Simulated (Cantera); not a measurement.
## Stirred combustor or abatement burner

A perfectly stirred reactor is fed with H2 : O2 : N2 : NO = 1 : 0.926 : 6.2 : 0.0092 (molar parts), at 9.87 atm; it is adiabatic with a 350 K inlet, and is followed from long to short residence time, starting on the burning branch (τ in s: 0.11, 0.057, 0.029, 0.015, 0.0077, 0.004, 0.002, 0.001, 0.00054, 0.00027, 0.00014, 7.2e-05).

Detailed kinetics in Cantera: GRI-Mech 3.0 (53 species, 325 reactions). The hydrogen kinetics of GRI-Mech 3.0 are dated; newer H2 mechanisms differ, most at raised pressure. The mechanism lacks 2 NO + O2 → 2 NO2 and HONO, so NO2 and the effect of NO are under-described below about 1400 K.

| τ (s) | T (K) | x H2 | x O2 | x NO | x NO2 | x H |
|---|---|---|---|---|---|---|
| 0.11 | 1318 | 0.000232 | 0.0558 | 0.000946 | 0.000246 | 1.43e-7 |
| 0.057 | 1317 | 0.000384 | 0.0559 | 0.000931 | 0.000254 | 2.72e-7 |
| 0.029 | 1315 | 0.000655 | 0.0560 | 0.000919 | 0.000256 | 5.27e-7 |
| 0.015 | 1312 | 0.00114 | 0.0562 | 0.000905 | 0.000254 | 1.01e-6 |
| 0.0077 | 1305 | 0.00209 | 0.0567 | 0.000884 | 0.000247 | 1.92e-6 |
| 0.0040 | 1290 | 0.00418 | 0.0576 | 0.000847 | 0.000238 | 3.54e-6 |
| 0.0020 | 350 | 0.123 | 0.114 | 0.00113 | <1e-12 | <1e-12 |
| 0.0010 | 350 | 0.123 | 0.114 | 0.00113 | <1e-12 | <1e-12 |
| 0.00054 | 350 | 0.123 | 0.114 | 0.00113 | <1e-12 | <1e-12 |
| 0.00027 | 350 | 0.123 | 0.114 | 0.00113 | <1e-12 | <1e-12 |
| 0.00014 | 350 | 0.123 | 0.114 | 0.00113 | <1e-12 | <1e-12 |
| 7.2e-5 | 350 | 0.123 | 0.114 | 0.00113 | <1e-12 | <1e-12 |
x: mole fraction; the columns are a selection and need not sum to one.
